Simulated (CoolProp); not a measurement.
C3F8 (R218) at several states: fugacity coefficient from the reference equation and from simpler models built on Tc = 71.9 °C, pc = 2640 kPa, ω = 0.317; each cubic takes its own stable root.

The numbers come from the reference Helmholtz-energy equation of state, Lemmon 2006 in CoolProp. It is a short technical equation, of lower accuracy than the large ones.

| T (°C) | p (kPa) | phase | reference | van der Waals | Redlich-Kwong |
|---|---|---|---|---|---|
| -92.15 | 604 | liquid | 0.005520 | 0.1679 | 0.01945 |
| -31.55 | 13.3 | gas | 0.9941 | 0.9966 | 0.9954 |
| -40.85 | 89.3 | liquid | 0.8993 | 0.9748 | 0.9656 |
| 28.85 | 1600 | liquid | 0.5028 | 0.7281 | 0.5962 |

At some of these states van der Waals, Redlich-Kwong gives the other phase, because its saturation line lies elsewhere.
